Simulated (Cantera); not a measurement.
Input: 1 mol Fe(CO)5, 0.35 mol N2, 0.034 mol CO, held at 1100 K and 1.00 bar.

These are equilibrium values from Cantera (NASA tables, ideal gas, pure condensed phases), not measurements of a reactor. Candidate condensed phases: C, Fe, Fe(CO)5, FeO, Fe2O3, Fe3O4; 27 gas species. Condensed phases not in the tables: cementite and carbon dissolved in iron. Kinetics and transport are ignored.

Base state: CO 0.865, N2 0.0693, CO2 0.0660 (mole fractions); condensed: C(graphite) + Fe(α).

Question: What changes in the equilibrium state with this change: pressure from 1.00 bar to 0.210 bar?

Answer: 
| species | before | after |
|---|---|---|
| CO | 0.865 | 0.918 |
| N2 | 0.0693 | 0.0660 |
| CO2 | 0.0660 | 0.0156 |
| C(graphite), mol | 0.333 | 0.0829 |
| Fe(α), mol | 1.00 | 1.00 |
